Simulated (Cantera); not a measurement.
C2H4 + NH3 + H2 + CO2 (carbon deposition, reforming and gasification)

Feed: 1 mol C2H4, 0.023 mol NH3, 7.3 mol H2, 0.012 mol CO2, held at 100 Torr.

Method: chemical equilibrium by Gibbs-energy minimisation in Cantera with the NASA 1993 tables (ideal gas, pure condensed phases). Candidate condensed phases: C, C6H6, C7H8, C8H18, H2O; 136 gas species. Equilibrium is a limit: real reactors are often held back by kinetics, nucleation or transport.

```
T (K)   x H2     x H  x C2H2 (acetylene)     x CO     x HCN     x C2H  n C(graphite)
-----  -----  ------  ------------------  -------  --------  --------  -------------
2200   0.978  0.0153             0.00251  0.00254  0.000828   1.35e-6           1.93
2250   0.972  0.0201             0.00326  0.00254  0.000928   2.66e-6           1.92
2300   0.965  0.0260             0.00417  0.00253   0.00103   5.08e-6           1.90
2350   0.957  0.0334             0.00528  0.00252   0.00113   9.42e-6           1.87
2400   0.947  0.0424             0.00660  0.00251   0.00122   1.70e-5           1.85
2450   0.934  0.0532             0.00815  0.00249   0.00130   2.99e-5           1.81
2500   0.919  0.0660             0.00995  0.00248   0.00138   5.13e-5           1.78
2550   0.902  0.0811              0.0120  0.00246   0.00145   8.60e-5           1.73
2600   0.882  0.0987              0.0143  0.00243   0.00150  0.000141           1.68
2650   0.859   0.119              0.0169  0.00241   0.00154  0.000226           1.62
2700   0.833   0.142              0.0196  0.00238   0.00157  0.000356           1.55
2750   0.804   0.168              0.0226  0.00235   0.00158  0.000548           1.48
2800   0.771   0.197              0.0257  0.00231   0.00158  0.000829           1.39
```
x: gas mole fraction; n: condensed amount in mol.

From 2200 K to 2800 K the condensed part is C(graphite). The main C-bearing gas is C2H2 (acetylene) throughout. The share of C in condensed phases is highest at 2200 K (96.0 %) and lowest at 2800 K (69.1 %).
